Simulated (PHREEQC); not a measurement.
1 kg of water holding 0.012 mol/kgw KCl, 0.055 mol/kgw LiCl, 0.0043 mol/kgw NaCl and 0.22 mol/kgw MgCl2 is evaporated at 25 °C; the solids stay in contact with the brine. CO2 from the air is kept out. Only these solids could form: Bischofite, Brucite, Carnallite, Halite, Sylvite, MgCl2_4H2O.

The numbers come from PHREEQC with the Pitzer model, pitzer.dat.

| water left (kg) | ionic strength | water activity | Bischofite (mol) | Carnallite (mol) | Halite (mol) |
|---|---|---|---|---|---|
| 1 | 0.731 | 0.987 | 0 | 0 | 0 |
| 0.6755 | 1.08 | 0.980 | 0 | 0 | 0 |
| 0.5552 | 1.32 | 0.976 | 0 | 0 | 0 |
| 0.375 | 1.95 | 0.962 | 0 | 0 | 0 |
| 0.2533 | 2.89 | 0.939 | 0 | 0 | 0 |
| 0.2082 | 3.51 | 0.921 | 0 | 0 | 0 |
| 0.1407 | 5.20 | 0.865 | 0 | 0 | 0 |
| 0.1156 | 6.33 | 0.821 | 0 | 0 | 0 |
| 0.07809 | 9.37 | 0.683 | 0 | 0 | 0 |
| 0.05258 | 13.8 | 0.462 | 0 | 0.00160 | 0 |
| 0.04217 | 16.3 | 0.341 | 0 | 0.0109 | 0.000374 |
| 0.009272 | 17.2 | 0.211 | 0.173 | 0.0120 | 0.00410 |

Carnallite from water left = 0.05258 kg; Halite from water left = 0.04217 kg; Bischofite from water left = 0.026 kg.

Species that the database lacks are ignored.
